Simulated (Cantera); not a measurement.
Input: 1 mol SiO2, 1.9 mol MgO, 0.25 mol H2O, at 2.40 bar.

These are equilibrium values from Cantera (NASA tables, ideal gas, pure condensed phases), not measurements of a reactor. Candidate condensed phases: H2O, Mg, MgO, Mg(OH)2, MgSiO3, Mg2SiO4, Si, SiO2; 24 gas species. Mutual solubility and eutectic melting of coexisting phases are not modelled. Condensed phases not in the tables: alloys, solid solutions and most ternary compounds. Kinetics and transport are ignored. All values below are at 1727 °C.

Base state: H2O 0.992, H2 0.00436, O2 0.00179, OH 0.00157, H 6.93e-5, O 1.83e-5 (mole fractions); condensed: MgSiO3(l) + Mg2SiO4(s).

**Question.** What changes in the equilibrium state with this change: 0.00036 mol NH3 added?

**Answer.** 
| species | before | after |
|---|---|---|
| H2O | 0.992 | 0.991 |
| H2 | 0.00436 | 0.00529 |
| OH | 0.00157 | 0.00143 |
| N2 | 0 | 0.000708 |
| NO | 0 | 1.75e-5 |
| O2 | 0.00179 | 0.00122 |
| MgSiO3(l), mol | 0.100 | 0.100 |
| Mg2SiO4(s), mol | 0.900 | 0.900 |
Further candidate phases: Si2N2O, Si3N4.
